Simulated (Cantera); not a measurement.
Feed: 1 mol PbS, a varied amount of H2, equilibrated at 1098 K and 101000 Pa.

Equilibrium computed with Cantera from the NASA thermochemical tables; the gas is ideal and each condensed phase is pure. Candidate condensed phases: Pb, PbS, S; 10 gas species. Mutual solubility and eutectic melting of coexisting phases are not modelled. Kinetics and transport are ignored.

Q: Which condensed phases are stable at each of these points (n(H2) (mol)): 3.4, 4.7, 6.6, 9.1, 13, 18, 25, 35, 48, 68, 94, 130?

A: 
```tsv
n(H2) (mol)	condensed phases	Pb condensed (%)
3.4	Pb(l) + PbS(s)	99.7
4.7	Pb(l) + PbS(s)	99.5
6.6	Pb(l) + PbS(s)	99.3
9.1	Pb(l) + PbS(s)	99.1
13	Pb(l) + PbS(s)	98.7
18	Pb(l) + PbS(s)	98.2
25	Pb(l) + PbS(s)	97.5
35	Pb(l)	97.2
48	Pb(l)	97.1
68	Pb(l)	96.9
94	Pb(l)	96.6
130	Pb(l)	96.2
```

From 3.4 mol H2 to 25 mol H2 the condensed part is Pb(l) + PbS(s). From 35 mol H2 to 130 mol H2 the condensed part is Pb(l).
